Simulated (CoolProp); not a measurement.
A single-stage vapour-compression cycle with n-perfluorobutane: evaporating at 315.15 K (dew point), condensing at 365.15 K (bubble point), superheat 0 K, subcooling 5 K, compressor efficiency 0.75, no pressure losses. Each further row changes one setting.

The numbers come from the reference Helmholtz-energy equation of state, Gao 2022 in CoolProp.

| case | cooling COP | pressure ratio | discharge temperature (K) | refrigerating effect (kJ/kg) | volumetric capacity (kJ/m³) |
|---|---|---|---|---|---|
| as stated | 2.07 | 3.36 | 365.1 | 25.3 | 1200 |
| evaporating temperature 320.15 K | … | 2.93 | 365.1 | 29.0 | 1580 |
| condensing temperature 360.15 K | … | 3.02 | 360.2 | … | 1510 |
| subcooling 10 K | 2.63 | 3.36 | 365.1 | 32.1 | 1520 |
| superheat 10 K | 2.48 | 3.36 | 365.1 | 34.6 | 1550 |
| compressor efficiency 0.65 | 1.80 | 3.36 | 365.1 | 25.3 | 1200 |

Question: Some entries are withheld; supply them.

Answer: 
- evaporating temperature 320.15 K, cooling COP: 2.65
- condensing temperature 360.15 K, cooling COP: 2.78
- condensing temperature 360.15 K, refrigerating effect (kJ/kg): 31.9

The compression ends wet for: as stated; evaporating temperature 320.15 K; condensing temperature 360.15 K; subcooling 10 K; superheat 10 K; compressor efficiency 0.65.
